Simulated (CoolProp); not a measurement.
R21 along the isobar 5950 kPa: density (kg/m³) from the reference equation and from simpler models built on Tc = 179.6 °C, pc = 5289 kPa, ω = 0.206; each cubic takes its own stable root.

The numbers come from the reference Helmholtz-energy equation of state, Platzer 1990 in CoolProp. This equation is an older, rougher fit; its heat capacities, sound speeds and derivatives of the liquid may be far off and weren't checked against measurements.

```
T (°C)          phase  reference  van der Waals  Soave-Redlich-Kwong
------  -------------  ---------  -------------  -------------------
-38.45         liquid       1518          953.7                 1423
-21.45         liquid       1483          935.2                 1393
-4.45          liquid       1447          915.9                 1362
12.55          liquid       1410          895.6                 1327
29.65          liquid       1372          874.0                 1290
46.65          liquid       1332          851.3                 1250
63.65          liquid       1289          827.0                 1206
80.65          liquid       1244          800.8                 1158
97.75          liquid       1195          772.1                 1104
114.75         liquid       1141          740.3                 1043
131.75         liquid       1080          704.1                973.1
148.75         liquid       1008          661.2                888.8
165.85         liquid      911.1          605.9                777.8
182.85  supercritical      713.8          520.4                586.6
199.85  supercritical      308.4          314.4                291.7
```
